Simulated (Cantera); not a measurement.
Input: 1 mol PbO, 1.1 mol O2, 66 mol H2.

Method: chemical equilibrium by Gibbs-energy minimisation in Cantera with the NASA 1993 tables (ideal gas, pure condensed phases). Candidate condensed phases: H2O, Pb, PbO, PbO2, Pb3O4; 12 gas species. Kinetics and transport are ignored.

Stable condensed phases, one row left out:

```
T in K \ P in Pa
              10      52     270    1400    7200   37000  190000 1000000
   1025        A       A       B       B       B       B       B       B
    975        A       A       B       B       B       B       B       B
    925        A       B       B       B       B       B       B       B
    825        B       B       B       B       B       B       B       B
    775        B       B       B       B       B       B       B       B
    725        B       B       B       B       B       B       B       B
    675        B       B       B       B       B       B       B       B
    625        B       B       B       B       B       B       B       B
```

A: gas only; B: Pb.

Give the row for 875 K.

10: Pb; 52: Pb; 270: Pb; 1400: Pb; 7200: Pb; 37000: Pb; 190000: Pb; 1000000: Pb.
